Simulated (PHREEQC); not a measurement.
Make-up at 25 °C: 0.28 mol/kgw HF and 0.16 mol/kgw KF. Closed to the air; pH follows from the charge balance.

All values are PHREEQC results (ion-association model, phreeqc.dat), not measurements.

No solid was allowed to form.

Problem. Predict the pH.

Solution. pH 2.67.

Problem. In which forms is F present?

Solution. HF 47 %, HF2- 33 %, F- 21 % of the F.

Complexes and solids missing from the database can't appear.
